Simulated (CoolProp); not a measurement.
Vapour-liquid equilibrium of R143a (1) + dimethyl ether (2) at -55.95 °C; x and y are mole fractions of (1).

Model: multi-fluid Helmholtz-energy mixture model, Lemmon and Jacobsen 2000 and Wu 2011; pair parameters Bell 2016, in CoolProp.

```json
[
 {"x": "0.05", "bubble pressure (MPa)": "0.02373", "y at the bubble point": "0.167", "dew pressure at overall composition x (MPa)": "0.02157", "liquid density (mol/L)": "16.71"},
 {"x": "0.2", "bubble pressure (MPa)": "0.03184", "y at the bubble point": "0.470", "dew pressure at overall composition x (MPa)": "0.02442", "liquid density (mol/L)": "16.26"},
 {"x": "0.35", "bubble pressure (MPa)": "0.03903", "y at the bubble point": "0.640", "dew pressure at overall composition x (MPa)": "0.02809", "liquid density (mol/L)": "15.84"},
 {"x": "0.5", "bubble pressure (MPa)": "0.04559", "y at the bubble point": "0.755", "dew pressure at overall composition x (MPa)": "0.03295", "liquid density (mol/L)": "15.42"},
 {"x": "0.65", "bubble pressure (MPa)": "0.05177", "y at the bubble point": "0.842", "dew pressure at overall composition x (MPa)": "0.03955", "liquid density (mol/L)": "15.03"},
 {"x": "0.8", "bubble pressure (MPa)": "0.05778", "y at the bubble point": "0.915", "dew pressure at overall composition x (MPa)": "0.04867", "liquid density (mol/L)": "14.65"},
 {"x": "0.95", "bubble pressure (MPa)": "0.06376", "y at the bubble point": "0.979", "dew pressure at overall composition x (MPa)": "0.06098", "liquid density (mol/L)": "14.28"}
]
```

No azeotrope shows between x = 0.05 and 0.95.

Pair parameters are fitted to limited data, so mixtures are less certain than the pure fluids.
